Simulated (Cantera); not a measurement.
Low-pressure radical oxidation in H2/O2

An isothermal, constant-pressure homogeneous reactor starts with H2 : O2 = 0.28 : 1 (molar parts), equivalence ratio 0.14, at 950 K and 27.8 Torr.

Detailed kinetics in Cantera: GRI-Mech 3.0 (53 species, 325 reactions). Radical loss at walls, strong at low pressure, is not modelled. The temperature is held fixed by assumption; the heat of reaction is taken as removed at once.

```tsv
t (s)	x H2	x O2	x H2O	x H	x HO2
5.00e-6	0.219	0.781	<1e-12	5.31e-12	5.46e-12
1.87e-5	0.219	0.781	1.04e-12	1.93e-11	2.05e-11
6.99e-5	0.219	0.781	3.02e-11	8.16e-11	7.85e-11
0.000261	0.219	0.781	1.31e-9	1.07e-9	3.55e-10
0.000978	0.219	0.781	5.14e-6	3.40e-6	2.59e-7
0.00366	0.00698	0.750	0.234	0.00320	5.12e-5
0.0137	0.000742	0.754	0.245	1.70e-5	1.34e-5
0.0511	0.000107	0.754	0.245	7.56e-7	2.99e-6
0.191	8.29e-6	0.754	0.246	2.58e-8	3.64e-7
0.715	3.22e-7	0.754	0.246	9.02e-10	3.93e-8
2.67	1.06e-8	0.754	0.246	6.03e-11	6.71e-9
10.0	1.62e-9	0.754	0.246	6.36e-12	1.63e-9
```
x: mole fraction; the columns are a selection and need not sum to one.

Equilibrium at this temperature and pressure: H2 2.70e-11, O2 0.754, H2O 0.246, H <1e-12, HO2 7.20e-10 (gas phase only).
